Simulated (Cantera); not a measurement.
Si + O2 + N2 (thermal oxidation and active oxidation of silicon)

A closed system holds: 1 mol Si, a varied amount of O2, 110 mol N2, at 1925 K and 8.90 bar.

Equilibrium computed with Cantera from the NASA thermochemical tables; the gas is ideal and each condensed phase is pure. Candidate condensed phases: Si, SiO2, Si2N2O, Si3N4; 16 gas species. Mutual solubility and eutectic melting of coexisting phases are not modelled. The tables hold silica as quartz up to 1696 K and as liquid above; real silica turns to tridymite and cristobalite and melts near 1996 K. The numbers say what is thermodynamically allowed, not how fast it happens.

```json
[
 {"n(O2) (mol)": "0.0015", "log p N2": "0.95", "log p O2": "<-11", "log p NO": "-10.37", "log p SiO": "-3.61", "log p O": "<-11", "log p NO2": "<-11", "n Si3N4(s)": "0.332", "n Si2N2O(s)": "0", "n SiO2(condensed)": "0"},
 {"n(O2) (mol)": "0.0041", "log p N2": "0.95", "log p O2": "<-11", "log p NO": "-10.17", "log p SiO": "-3.41", "log p O": "<-11", "log p NO2": "<-11", "n Si3N4(s)": "0.329", "n Si2N2O(s)": "0.00344", "n SiO2(condensed)": "0"},
 {"n(O2) (mol)": "0.011", "log p N2": "0.95", "log p O2": "<-11", "log p NO": "-10.17", "log p SiO": "-3.41", "log p O": "<-11", "log p NO2": "<-11", "n Si3N4(s)": "0.320", "n Si2N2O(s)": "0.0172", "n SiO2(condensed)": "0"},
 {"n(O2) (mol)": "0.031", "log p N2": "0.95", "log p O2": "<-11", "log p NO": "-10.17", "log p SiO": "-3.41", "log p O": "<-11", "log p NO2": "<-11", "n Si3N4(s)": "0.294", "n Si2N2O(s)": "0.0572", "n SiO2(condensed)": "0"},
 {"n(O2) (mol)": "0.087", "log p N2": "0.95", "log p O2": "<-11", "log p NO": "-10.17", "log p SiO": "-3.41", "log p O": "<-11", "log p NO2": "<-11", "n Si3N4(s)": "0.219", "n Si2N2O(s)": "0.169", "n SiO2(condensed)": "0"},
 {"n(O2) (mol)": "0.24", "log p N2": "0.95", "log p O2": "<-11", "log p NO": "-10.17", "log p SiO": "-3.41", "log p O": "<-11", "log p NO2": "<-11", "n Si3N4(s)": "0.0149", "n Si2N2O(s)": "0.475", "n SiO2(condensed)": "0"},
 {"n(O2) (mol)": "0.67", "log p N2": "0.95", "log p O2": "<-11", "log p NO": "-7.66", "log p SiO": "-2.15", "log p O": "-9.75", "log p NO2": "<-11", "n Si3N4(s)": "0", "n Si2N2O(s)": "0.191", "n SiO2(condensed)": "0.531"},
 {"n(O2) (mol)": "1.9", "log p N2": "0.95", "log p O2": "-1.18", "log p NO": "-1.93", "log p SiO": "-7.88", "log p O": "-4.02", "log p NO2": "-4.89", "n Si3N4(s)": "0", "n Si2N2O(s)": "0", "n SiO2(condensed)": "1.000"}
]
```
log p: log10 of the partial pressure in bar; n: condensed amount in mol.

At 0.0015 mol O2 the condensed part is Si3N4(s). From 0.0041 mol O2 to 0.24 mol O2 the condensed part is Si2N2O(s) + Si3N4(s). At 0.67 mol O2 the condensed part is SiO2(condensed) + Si2N2O(s). At 1.9 mol O2 the condensed part is SiO2(condensed). The share of Si in condensed phases is highest at 1.9 mol O2 (100.0 %) and lowest at 0.67 mol O2 (91.3 %).
